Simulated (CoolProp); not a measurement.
The fluid at 439.48 K and 1.29 MPa is throttled through a valve to 0.438 MPa with no heat exchange. The same conditions are run with several fluids, on thermodynamics alone (safety and materials aside).

The numbers come from the reference Helmholtz-energy equation of state of each fluid (dodecamethylpentasiloxane (MD3M): Thol 2019; ethylbenzene: Zhou 2012; n-heptane: Span 2003; octamethylcyclotetrasiloxane (D4): Thol 2015; hexamethyldisiloxane (MM): Thol 2016) in CoolProp.

| fluid | temperature change (K) | final phase | final density (kg/m³) |
|---|---|---|---|
| dodecamethylpentasiloxane (MD3M) | +0.2 | liquid | 730 |
| ethylbenzene | +0.2 | liquid | 730 |
| n-heptane | (withheld) | (withheld) | (withheld) |
| octamethylcyclotetrasiloxane (D4) | (withheld) | liquid | (withheld) |
| hexamethyldisiloxane (MM) | -5.8 | (withheld) | (withheld) |

Question: Complete the blanks.

Answer: 
- n-heptane, temperature change (K): -8.9
- n-heptane, final phase: two-phase, vapour fraction 0.096
- n-heptane, final density (kg/m³): 120
- octamethylcyclotetrasiloxane (D4), temperature change (K): +0.1
- octamethylcyclotetrasiloxane (D4), final density (kg/m³): 780
- hexamethyldisiloxane (MM), final phase: two-phase, vapour fraction 0.085
- hexamethyldisiloxane (MM), final density (kg/m³): 197
